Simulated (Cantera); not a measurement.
A closed system holds: 1 mol PbCl2, 210 mol N2, held at 1052 °C and 2.60e-6 bar.

Equilibrium computed with Cantera from the NASA thermochemical tables; the gas is ideal and each condensed phase is pure. The numbers say what is thermodynamically allowed, not how fast it happens.

```
species    before    after
-------  --------  -------
N2          0.988    0.986
Cl        0.00761  0.00936
Pb        0.00301  0.00467
PbCl2    0.000103  1.59e-8
PbCl      0.00159  2.55e-5
```
Gas species are given as mole fractions.

Q: Which change was made?
(A) pressure from 2.60e-6 bar to 0.0100 bar
(B) temperature from 1052 °C to 1325 °C
(C) N2 from 210 to 110 mol
(D) temperature from 1052 °C to 825 °C

A: B, temperature from 1052 °C to 1325 °C
